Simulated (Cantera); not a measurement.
Charge: 1 mol Cr, 7.3 mol N2, 0.7 mol H2O, at 1.00 bar.

Cantera equilibrium calculation (NASA polynomials, part measured and part estimated; ideal gas, pure solids and liquids). Candidate condensed phases: Cr, CrN, Cr2N, Cr2O3, H2O; 29 gas species. Mutual solubility and eutectic melting of coexisting phases are not modelled. The numbers say what is thermodynamically allowed, not how fast it happens.

Q: Which condensed phases are stable at each of these points (T (K)): 925, 1025, 1125, 1225, 1325, 1425, 1525, 1625, 1725, 1825, 1925, 2025, 2125, 2225?

A: 
```tsv
T (K)	condensed phases	Cr condensed (%)
925	CrN(s) + Cr2O3(s)	100.0
1025	CrN(s) + Cr2O3(s)	100.0
1125	CrN(s) + Cr2O3(s)	100.0
1225	CrN(s) + Cr2O3(s)	100.0
1325	CrN(s) + Cr2O3(s)	100.0
1425	Cr2N(s) + Cr2O3(s)	100.0
1525	Cr2N(s) + Cr2O3(s)	100.0
1625	Cr2N(s) + Cr2O3(s)	100.0
1725	Cr2N(s) + Cr2O3(s)	100.0
1825	Cr(s) + Cr2O3(s)	99.9
1925	Cr(s) + Cr2O3(s)	99.6
2025	Cr(s) + Cr2O3(s)	98.8
2125	Cr(s) + Cr2O3(s)	96.5
2225	Cr(l) + Cr2O3(s)	91.4
```

From 925 K to 1325 K the condensed part is CrN(s) + Cr2O3(s). From 1425 K to 1725 K the condensed part is Cr2N(s) + Cr2O3(s). From 1825 K to 2125 K the condensed part is Cr(s) + Cr2O3(s). At 2225 K the condensed part is Cr(l) + Cr2O3(s).
